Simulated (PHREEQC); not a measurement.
## Acid mine or pickling water: an equilibrium model

Synthetic water in mg/L, 25 °C, pH 1.86, pe 9.4:

| constituent | mg/L |
|---|---|
| Na | 1700 |
| K | 0.176 |
| Ca | 438 |
| Mg | 222 |
| Cl | 1420 |
| S(6) as SO4 | 4840 |
| Mn(2) | 1.51 |
| Pb | 62.5 |
| Fe(3) | 12.4 |

Cl is adjusted to close the charge balance.
Valence states are taken as typed.

All values are PHREEQC results (ion-association model, phreeqc.dat), not measurements.

This is a speciation only: nothing precipitates in the calculation.

### Question
Predict the ionic strength, density, specific conductance.

### Answer
ionic strength 0.153 mol/kgw; density 1.004 g/cm³; specific conductance 14800 µS/cm.

### Question
In which forms is Mg present?

### Answer
Mg+2 60 %, MgSO4 40 % of the Mg.

The solution is supersaturated, for example in Anglesite, Hematite (slow to form), so a real one may precipitate; this is no full list. Complexes and solids missing from the database can't appear.
